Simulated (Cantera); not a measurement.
An adiabatic, constant-volume homogeneous reactor starts with CH3OH : O2 : N2 = 1 : 1.61 : 6.06 (molar parts), at 1373 K and 150000 Pa.

Model: GRI-Mech 3.0 (53 species, 325 reactions), integrated in Cantera. GRI-Mech 3.0 was tuned for natural gas; its chemistry of methanol as a main component is partial and can be far from experiment.

One state of this run: T (K) = 2858; P (bar) = 3.45; x CH3OH = <1e-12; x O2 = 0.0266; x C2H = <1e-12; x H2O = 0.178; x NO2 = 5.38e-6. x: mole fraction; the columns are a selection and need not sum to one.

### Question
Which value of t (s) does it belong to?
A) 4.00e-6
B) 1.07e-5
C) 2.86e-5
D) 0.0105

### Answer
D, 0.0105
